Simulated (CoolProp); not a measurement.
A single-stage vapour-compression cycle with the fluid: evaporating at 200.15 K (dew point), condensing at 258.15 K (bubble point), superheat 2 K, subcooling 2 K, compressor efficiency 0.6, no pressure losses. The same conditions are run with several fluids, on thermodynamics alone (safety and materials aside).

Computed with CoolProp (reference Helmholtz-energy equation of state of each fluid (R13: Platzer 1990; R143a: Lemmon and Jacobsen 2000; R115: Lemmon 2016; C3F8 (R218): Lemmon 2006; ethane: Bücker 2006; R125: Lemmon 2005)). The equations of Platzer and Polt are older, rougher fits.

Q: Rank R13, R143a, R115, C3F8 (R218), ethane, R125 by cooling COP, highest first.

A: R143a (1.63), R125 (1.58), R115 (1.56), ethane (1.52), R13 (1.48), C3F8 (R218) (1.43)

| fluid | pressure ratio | discharge temperature (K) | refrigerating effect (kJ/kg) | volumetric capacity (kJ/m³) |
|---|---|---|---|---|
| R13 | 8.48 | 316.9 | 91.1 | 930 |
| R143a | 15.2 | 328.1 | 170 | 216 |
| R115 | 16.1 | 292.3 | 86.4 | 133 |
| C3F8 (R218) | 17.9 | 273.0 | 64.8 | 101 |
| ethane | 7.45 | 338.7 | 317 | 1310 |
| R125 | 16.3 | 308.9 | 115 | 207 |
